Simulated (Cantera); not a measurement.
**Equilibrium for silicon etching in halogen gases: Si + NF3 + H2**

Input: 1 mol Si, 0.56 mol NF3, 11 mol H2, at 1050 K.

These are equilibrium values from Cantera (NASA tables, ideal gas, pure condensed phases), not measurements of a reactor. Candidate condensed phases: Si, Si3N4; 37 gas species. Mutual solubility and eutectic melting of coexisting phases are not modelled. The tables' values for SiF3, SiF2 are old estimates; treat these amounts as uncertain. Equilibrium is a limit: real reactors are often held back by kinetics, nucleation or transport.

```
P (Pa)   x H2  x SiF4   x SiHF3    x SiF3  x SiH2F2  n Si(s)  n Si3N4(s)
------  -----  ------  --------  --------  --------  -------  ----------
1       0.962  0.0349  0.000468   0.00184   3.26e-6    0.154       0.140
6.80    0.963  0.0352  0.000762   0.00115   8.55e-6    0.155       0.140
46      0.963  0.0353   0.00123  0.000711   2.22e-5    0.155       0.140
320     0.963  0.0349   0.00198  0.000435   5.84e-5    0.153       0.140
2200    0.962  0.0342   0.00316  0.000264  0.000151    0.149       0.140
15000   0.962  0.0328   0.00495  0.000159  0.000387    0.143       0.140
100000  0.961  0.0306   0.00755   9.37e-5  0.000964    0.133       0.140
```
x: gas mole fraction; n: condensed amount in mol.

From 1.00 Pa to 100000 Pa the condensed part is Si(s) + Si3N4(s). The main Si-bearing gas is SiF4 throughout.
